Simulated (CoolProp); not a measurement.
The fluid at 367.85 K and 1.01 MPa flows at 4 m/s in a round tube of 25 mm bore and 15 µm roughness, fully developed (64/Re and Nu = 3.66 if laminar; Colebrook and Gnielinski if turbulent). The same conditions are run with several fluids, on thermodynamics alone (safety and materials aside).

Model: reference Helmholtz-energy equation of state of each fluid (isobutane: Bücker 2006; sulfur hexafluoride: Guder 2009; propane: Lemmon 2009; R125: Lemmon 2005; R143a: Lemmon and Jacobsen 2000), in CoolProp.

**Question.** Rank isobutane, sulfur hexafluoride, propane, R125, R143a by Reynolds number, highest first.

**Answer.** sulfur hexafluoride (274000), R125 (265000), isobutane (240000), R143a (216000), propane (157000)

```json
[
 {"fluid": "isobutane", "Darcy friction factor": "0.0190", "pressure drop (Pa/m)": "138", "heat-transfer coefficient (W/(m² K))": "511", "mass flow (kg/h)": "160"},
 {"fluid": "sulfur hexafluoride", "Darcy friction factor": "0.0189", "pressure drop (Pa/m)": "309", "heat-transfer coefficient (W/(m² K))": "418", "mass flow (kg/h)": "362"},
 {"fluid": "propane", "Darcy friction factor": "0.0197", "pressure drop (Pa/m)": "101", "heat-transfer coefficient (W/(m² K))": "365", "mass flow (kg/h)": "113"},
 {"fluid": "R125", "Darcy friction factor": "0.0189", "pressure drop (Pa/m)": "259", "heat-transfer coefficient (W/(m² K))": "422", "mass flow (kg/h)": "303"},
 {"fluid": "R143a", "Darcy friction factor": "0.0192", "pressure drop (Pa/m)": "186", "heat-transfer coefficient (W/(m² K))": "378", "mass flow (kg/h)": "214"}
]
```

Transport values come from each fluid's own correlations; those of R143a are estimates that may be off by 10 % or more.
